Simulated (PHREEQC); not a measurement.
**Polishing slurry liquid**

Dissolve 6.7 mmol/kgw K2CO3, 14 mmol/kgw K2SO4 and 16 mmol/kgw KH2PO4 at 53 °C. Closed to the air; pH follows from the charge balance.

The numbers come from PHREEQC with the ion-association model, wateq4f.dat.

This is a speciation only: nothing precipitates in the calculation.

**Question.** Estimate the pH, ionic strength.

**Answer.** pH 6.82; ionic strength 0.0735 mol/kgw.

**Question.** In which forms is C present?

**Answer.** HCO3- 81 %, CO2 19 % of the C.

H3PO4, which wateq4f.dat lacks, is added to it with the constant of phreeqc.dat. Away from 25 °C the constants follow the database's enthalpies or fits; those with neither stay at their 25 °C values.
